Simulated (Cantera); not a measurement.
An isothermal, constant-pressure homogeneous reactor starts with N₂O : H₂O = 1 : 0.14 (molar parts), at 1150 K and 100.0 Torr.

Cantera simulation using GRI-Mech 3.0 (53 species, 325 reactions); the numbers are that mechanism's predictions, not measurements. GRI-Mech 3.0 was tuned for natural gas; its chemistry of N2O as a main component is partial and can be far from experiment. The mechanism lacks the step 2 NO + O2 → 2 NO2, which can matter for NO2 below about 1400 K. The temperature is held fixed by assumption; the heat of reaction is taken as removed at once.

x: mole fraction; the columns are a selection and need not sum to one.

```json
[
 {"t (s)": "3.00e-5", "x N₂O": "0.877", "x H₂O": "0.123", "x NO": "2.28e-8", "x O": "4.92e-7", "x HO₂": "7.97e-11", "x O₂": "1.22e-7", "x H₂O₂": "<1e-12"},
 {"t (s)": "8.35e-5", "x N₂O": "0.877", "x H₂O": "0.123", "x NO": "1.34e-7", "x O": "9.09e-7", "x HO₂": "1.38e-9", "x O₂": "7.15e-7", "x H₂O₂": "<1e-12"},
 {"t (s)": "0.000232", "x N₂O": "0.877", "x H₂O": "0.123", "x NO": "5.85e-7", "x O": "1.14e-6", "x HO₂": "1.85e-8", "x O₂": "3.13e-6", "x H₂O₂": "2.52e-12"},
 {"t (s)": "0.000646", "x N₂O": "0.877", "x H₂O": "0.123", "x NO": "1.94e-6", "x O": "1.16e-6", "x HO₂": "1.80e-7", "x O₂": "1.04e-5", "x H₂O₂": "8.46e-11"},
 {"t (s)": "0.00180", "x N₂O": "0.877", "x H₂O": "0.123", "x NO": "5.69e-6", "x O": "1.15e-6", "x HO₂": "1.27e-6", "x O₂": "3.07e-5", "x H₂O₂": "[?]"},
 {"t (s)": "0.00500", "x N₂O": "0.877", "x H₂O": "0.123", "x NO": "1.57e-5", "x O": "1.15e-6", "x HO₂": "4.51e-6", "x O₂": "9.03e-5", "x H₂O₂": "[?]"},
 {"t (s)": "0.0139", "x N₂O": "0.876", "x H₂O": "0.123", "x NO": "4.04e-5", "x O": "1.15e-6", "x HO₂": "5.29e-6", "x O₂": "0.000266", "x H₂O₂": "[?]"},
 {"t (s)": "0.0387", "x N₂O": "0.875", "x H₂O": "0.123", "x NO": "9.86e-5", "x O": "1.15e-6", "x HO₂": "4.42e-6", "x O₂": "0.000757", "x H₂O₂": "[?]"},
 {"t (s)": "0.108", "x N₂O": "0.870", "x H₂O": "0.123", "x NO": "0.000243", "x O": "1.13e-6", "x HO₂": "3.60e-6", "x O₂": "0.00212", "x H₂O₂": "[?]"},
 {"t (s)": "0.300", "x N₂O": "0.859", "x H₂O": "0.122", "x NO": "0.000663", "x O": "1.08e-6", "x HO₂": "2.68e-6", "x O₂": "0.00585", "x H₂O₂": "[?]"},
 {"t (s)": "0.834", "x N₂O": "0.827", "x H₂O": "0.121", "x NO": "0.00193", "x O": "1.01e-6", "x HO₂": "1.64e-6", "x O₂": "0.0159", "x H₂O₂": "[?]"},
 {"t (s)": "2.32", "x N₂O": "0.749", "x H₂O": "0.117", "x NO": "0.00531", "x O": "9.43e-7", "x HO₂": "8.15e-7", "x O₂": "0.0414", "x H₂O₂": "[?]"},
 {"t (s)": "6.46", "x N₂O": "0.578", "x H₂O": "0.110", "x NO": "0.0127", "x O": "8.79e-7", "x HO₂": "3.23e-7", "x O₂": "0.0970", "x H₂O₂": "[?]"},
 {"t (s)": "18.0", "x N₂O": "0.310", "x H₂O": "0.0986", "x NO": "0.0240", "x O": "7.84e-7", "x HO₂": "9.93e-8", "x O₂": "0.185", "x H₂O₂": "[?]"},
 {"t (s)": "50.0", "x N₂O": "0.0774", "x H₂O": "0.0887", "x NO": "0.0328", "x O": "5.44e-7", "x HO₂": "2.39e-8", "x O₂": "0.261", "x H₂O₂": "[?]"}
]
```

Question: What belongs in the gaps?

Answer: 
- 0.00180, x H₂O₂: 3.16e-9
- 0.00500, x H₂O₂: 7.74e-8
- 0.0139, x H₂O₂: 1.85e-7
- 0.0387, x H₂O₂: 1.30e-7
- 0.108, x H₂O₂: 8.86e-8
- 0.300, x H₂O₂: 5.44e-8
- 0.834, x H₂O₂: 2.94e-8
- 2.32, x H₂O₂: 1.88e-8
- 6.46, x H₂O₂: 1.55e-8
- 18.0, x H₂O₂: 1.29e-8
- 50.0, x H₂O₂: 8.64e-9
